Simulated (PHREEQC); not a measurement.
Model water analysis in mg/kgw, 95 °C, pH 7.65:

| constituent | mg/kgw |
|---|---|
| Na | 2250 |
| K | 274 |
| Ca | 105 |
| Mg | 175 |
| Cl | 3850 |
| S(6) as SO4 | 631 |
| Alkalinity as HCO3 | 13.5 |

Valence states are taken as typed.

Computed with PHREEQC (Pitzer model, pitzer.dat).

```
Quantity                     Result
--------------------  -------------
ionic strength        0.140 mol/kgw
specific conductance    36300 µS/cm
density                 0.967 g/cm³
osmotic coefficient           0.897
charge-balance error          1.0 %
```

```json
[
 {"species": "Cl-", "molality": "0.109", "activity": "0.0778", "log γ": "-0.145"},
 {"species": "Na+", "molality": "0.0979", "activity": "0.0719", "log γ": "-0.134"},
 {"species": "Mg+2", "molality": "0.00718", "activity": "0.00191", "log γ": "-0.575"},
 {"species": "K+", "molality": "0.00701", "activity": "0.00507", "log γ": "-0.141"},
 {"species": "SO4-2", "molality": "0.00657", "activity": "0.00131", "log γ": "-0.700"},
 {"species": "Ca+2", "molality": "0.00262", "activity": "0.000622", "log γ": "-0.624"},
 {"species": "HCO3-", "molality": "0.000161", "activity": "0.000118", "log γ": "-0.134"},
 {"species": "OH-", "molality": "3.11e-5", "activity": "2.13e-5", "log γ": "-0.164"},
 {"species": "MgOH+", "molality": "2.24e-5", "activity": "1.86e-5", "log γ": "-0.081"},
 {"species": "CO2", "molality": "6.39e-6", "activity": "6.53e-6", "log γ": "0.009"},
 {"species": "MgCO3", "molality": "1.76e-6", "activity": "1.76e-6", "log γ": "0.000"},
 {"species": "CO3-2", "molality": "1.66e-6", "activity": "3.70e-7", "log γ": "-0.652"},
 {"species": "HSO4-", "molality": "3.32e-8", "activity": "2.37e-8", "log γ": "-0.146"},
 {"species": "H+", "molality": "3.03e-8", "activity": "2.24e-8", "log γ": "-0.132"}
]
```

This is a speciation only: nothing precipitates in the calculation. Species that the database lacks are ignored. Away from 25 °C the constants follow the database's enthalpies or fits; those with neither stay at their 25 °C values.
